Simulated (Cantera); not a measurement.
Cantera run, input and output.

```python
import numpy as np
import cantera as ct

gas = ct.Solution("gri30.yaml")
gas.TPX = 1475, 500000, {'CH3OH': 0.017, 'O2': 0.029, 'N2': 1}
inlet = ct.Reservoir(gas, clone=True)

reactor = ct.IdealGasConstPressureReactor(gas, energy="off", clone=False)
exhaust = ct.Reservoir(gas, clone=True)
tau = [6.5, 2.3, 0.86, 0.31, 0.11, 0.041, 0.015, 0.0055, 0.002, 0.00073, 0.00027][0]
for a, b in ((inlet, reactor), (reactor, exhaust)):
    ct.MassFlowController(a, b, mdot=lambda t: reactor.mass / tau)
net = ct.ReactorNet([reactor])
show = ['CH3OH', 'O2', 'H2O2', 'O', 'H2O']

rows = []
print(f"{'tau/s':>10s}{'T/K':>9s}" + "".join(f"{s:>11s}" for s in show))
for tau in [6.5, 2.3, 0.86, 0.31, 0.11, 0.041, 0.015, 0.0055, 0.002, 0.00073, 0.00027]:
    net.initial_time = 0.0
    net.advance(30 * tau)
    before = gas.X
    net.advance(40 * tau)
    drift = np.max(np.abs(gas.X - before) / (gas.X + 1e-9))
    rows.append([gas.T, *gas[show].X, drift])
    print(f"{tau:10.3e}{gas.T:9.1f}" + "".join(f"{x:11.3e}" for x in gas[show].X))
```

It prints:

```
     tau/s      T/K      CH3OH         O2       H2O2          O        H2O
 6.500e+00   1475.0  1.709e-07  3.320e-03  7.374e-09  8.229e-07  3.222e-02
 2.300e+00   1475.0  3.539e-07  3.326e-03  1.279e-08  1.509e-06  3.221e-02
 8.600e-01   1475.0  6.943e-07  3.338e-03  2.149e-08  2.724e-06  3.220e-02
 3.100e-01   1475.0  1.367e-06  3.366e-03  3.645e-08  5.099e-06  3.217e-02
 1.100e-01   1475.0  2.638e-06  3.424e-03  6.137e-08  9.757e-06  3.211e-02
 4.100e-02   1475.0  4.751e-06  3.532e-03  9.867e-08  1.819e-05  3.203e-02
 1.500e-02   1475.0  8.305e-06  3.734e-03  1.553e-07  3.407e-05  3.187e-02
 5.500e-03   1475.0  1.409e-05  4.094e-03  2.341e-07  6.219e-05  3.162e-02
 2.000e-03   1475.0  2.406e-05  4.721e-03  3.350e-07  1.085e-04  3.122e-02
 7.300e-04   1475.0  4.324e-05  5.772e-03  4.485e-07  1.728e-04  3.061e-02
 2.700e-04   1475.0  8.779e-05  7.502e-03  5.610e-07  2.303e-04  2.963e-02
```

Computed with Cantera and GRI-Mech 3.0 (53 species, 325 reactions). GRI-Mech 3.0 was tuned for natural gas; its chemistry of methanol as a main component is partial and can be far from experiment. The temperature is held fixed by assumption; the heat of reaction is taken as removed at once.
